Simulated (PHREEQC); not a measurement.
0.025 g of hydrous ferric oxide (600 m²/g; 0.2 weak and 0.005 strong sites per Fe, Dzombak-Morel constants, diffuse double layer) in 1 kg of water with 0.005 mol/kgw of an inert sodium salt and 7.6e-07 mol/kgw CaCl2, 1.8e-07 mol/kgw BaCl2 and 7.1e-08 mol/kgw CuSO4, at 25 °C; the pH is set by adding NaOH or the inert anion's acid. Oxygen is held at 0.21 atm. CO2 from the air is kept out. Precipitation was switched off in this run.

Base run: PHREEQC, ion-association model, wateq4f.dat. Each further column changes one thing. The table gives Cu sorbed (%).

```tsv
pH	base	no electrostatic term (-no_edl)	background salt from 0.005 to 0.0005 mol/kgw	oxide from 0.025 to 0.12 g/kgw
3	0.0	0.0	0.0	0.0
4	0.3	0.5	0.2	1.2
5.5	51.7	82.7	47.5	83.8
6.5	98.4	99.7	98.4	99.7
7.5	99.7	99.9	99.7	99.9
8.5	99.6	99.2	99.6	99.9
10	99.2	32.7	99.3	99.9
11	98.5	0.5	99.0	99.8
```

The database's constant for dissolved Cu(OH)2 is higher than later reviews accept. The oxide is taken as insoluble; below pH 4 it would dissolve.
